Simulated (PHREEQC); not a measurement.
Make-up at 91 °C: 0.022 mol H3BO3, 0.19 mol NH3 and 0.025 mol NaCl per kg of water. Closed to the air; pH follows from the charge balance.

The numbers come from PHREEQC with the ion-association model, wateq4f.dat.

Each row changes one thing in this solution. No solid was allowed to form.

```csv
case,pH,ionic strength (mol/kgw),H2BO3- (mol/kgw),H3BO3 (mol/kgw)
as made,8.83,0.0378,0.0125,0.00949
H3BO3 replaced by NaBF4 at the same molality,7.97,0.115,0.00362,0.0172
H3BO3 replaced by NH4BF4 at the same molality,7.86,0.115,0.00289,0.0179
NH3 replaced by NH4Cl at the same molality,4.29,0.215,1.08e-6,0.0220
diluted 2-fold with water,8.82,0.0188,0.00600,0.00500
0.0025 mol/kgw H2SO4 added,8.72,0.0433,0.0112,0.0108
NH3 left out,5.22,0.0250,6.86e-6,0.0220
temperature from 91 to 75 °C,9.10,0.0399,0.0146,0.00739
NaCl left out,8.82,0.0122,0.0119,0.0101
```

Species that the database lacks are ignored. Constants without temperature data keep their 25 °C values here. Real BF4- forms and hydrolyses slowly; the run takes it at equilibrium.
